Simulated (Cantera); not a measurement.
Input: 1 mol Si2Cl6, 0.049 mol HCl, 87 mol N2, equilibrated at 310 Pa.

Cantera equilibrium calculation (NASA polynomials, part measured and part estimated; ideal gas, pure solids and liquids). Candidate condensed phases: NH4Cl, Si, Si3N4; 28 gas species. The feed counts by its element totals alone. N2 is the only nitrogen source here; it is nearly inert below about 1500 K, so the nitride shown seldom forms there in practice. The tables' values for SiCl3 are old estimates; treat these amounts as uncertain. The numbers say what is thermodynamically allowed, not how fast it happens.

x: gas mole fraction; n: condensed amount in mol.

| T (K) | x N2 | x SiCl4 | x SiCl2 | x SiCl3 | n Si3N4(s) |
|---|---|---|---|---|---|
| 1073 | 0.982 | 0.0168 | [?] | 0.000184 | 0.165 |
| 1098 | 0.982 | 0.0168 | [?] | 0.000280 | 0.164 |
| 1123 | 0.982 | 0.0166 | [?] | 0.000417 | 0.162 |
| 1148 | 0.982 | 0.0164 | [?] | 0.000607 | 0.159 |
| 1173 | 0.982 | 0.0161 | [?] | 0.000866 | 0.154 |
| 1198 | 0.982 | 0.0157 | [?] | 0.00121 | 0.146 |
| 1223 | 0.981 | 0.0150 | [?] | 0.00164 | 0.133 |
| 1248 | 0.981 | 0.0141 | [?] | 0.00217 | 0.115 |
| 1273 | 0.980 | 0.0129 | [?] | 0.00277 | 0.0886 |
| 1298 | 0.979 | 0.0113 | [?] | 0.00339 | 0.0518 |
| 1323 | 0.977 | 0.00939 | 0.00901 | 0.00393 | 0.00395 |
| 1348 | 0.977 | 0.00916 | 0.00920 | 0.00410 | 0 |
| 1373 | 0.977 | 0.00908 | 0.00914 | 0.00424 | 0 |
| 1398 | 0.977 | 0.00898 | 0.00910 | 0.00437 | 0 |

### Question
What belongs in the gaps?

### Answer

- 1073, x SiCl2: 3.22e-5
- 1098, x SiCl2: 6.57e-5
- 1123, x SiCl2: 0.000130
- 1148, x SiCl2: 0.000248
- 1173, x SiCl2: 0.000459
- 1198, x SiCl2: 0.000824
- 1223, x SiCl2: 0.00143
- 1248, x SiCl2: 0.00241
- 1273, x SiCl2: 0.00390
- 1298, x SiCl2: 0.00607
